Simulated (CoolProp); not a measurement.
Octamethyltrisiloxane (MDM) along the isobar 1700 kPa: fugacity coefficient from the reference equation and from simpler models built on Tc = 565.4 K, pc = 1438 kPa, ω = 0.528; each cubic takes its own stable root.

Values from CoolProp's reference Helmholtz-energy equation of state, Thol 2017.

| T (K) | phase | reference | Redlich-Kwong | Soave-Redlich-Kwong | Peng-Robinson |
|---|---|---|---|---|---|
| 297.3 | liquid | 0.0003385 | 0.004682 | 0.0003724 | 0.0004089 |
| 310.3 | liquid | 0.0007574 | 0.007872 | 0.0008120 | 0.0008724 |
| 323.3 | liquid | 0.001559 | 0.01254 | 0.001639 | 0.001729 |
| 336.3 | liquid | 0.002986 | 0.01904 | 0.003094 | 0.003211 |
| 349.3 | liquid | … | 0.02777 | 0.005501 | 0.005632 |
| 362.3 | liquid | 0.009113 | 0.03907 | 0.009279 | 0.009390 |
| 375.3 | liquid | 0.01473 | 0.05325 | 0.01494 | 0.01496 |
| 388.3 | liquid | … | 0.07057 | 0.02305 | … |
| 401.3 | liquid | 0.03388 | … | 0.03426 | 0.03381 |
| 414.3 | liquid | 0.04864 | … | 0.04923 | 0.04829 |
| 427.3 | liquid | 0.06766 | 0.1429 | 0.06860 | 0.06695 |
| 440.3 | liquid | 0.09146 | 0.1740 | 0.09294 | … |
| 453.3 | liquid | 0.1205 | 0.2083 | 0.1227 | 0.1189 |

Task: Fill in the missing entries.

Result: 
- 349.3, reference: 0.005365
- 388.3, reference: 0.02278
- 388.3, Peng-Robinson: 0.02290
- 401.3, Redlich-Kwong: 0.09122
- 414.3, Redlich-Kwong: 0.1153
- 440.3, Peng-Robinson: 0.09034
